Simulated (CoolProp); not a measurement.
The numbers come from the reference Helmholtz-energy equation of state, Wagner 2002 in CoolProp.

Problem. For water, give the phase and the Z, cv (kJ/(kg K)), speed of sound (m/s), expansivity (1/kK) at 463.6 K and 966 kPa.

Solution. 
- 463.6 K and 966 kPa: gas; Z 0.940, cv 1.79, speed of sound 511, expansivity 2.84
